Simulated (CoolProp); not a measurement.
Vapour-liquid equilibrium of R22 (1) + R115 (2) at 0.333 MPa; x and y are mole fractions of (1).

The numbers come from the multi-fluid Helmholtz-energy mixture model, Kamei 1995 and Lemmon 2016; pair parameters Bell 2016 in CoolProp.

Task: Give the bubble temperature and the first vapour's composition at x = 0.05, 0.35, 0.95. Is there an azeotrope?

Result: x = 0.05: -10.9 °C, y = 0.110; x = 0.35: -15.4 °C, y = 0.404; x = 0.95: -12.5 °C, y = 0.928. y crosses x between x = 0.45 and 0.55: the model has an azeotrope there.

The pair parameters rest on a limited set of measurements; away from them the model extrapolates.
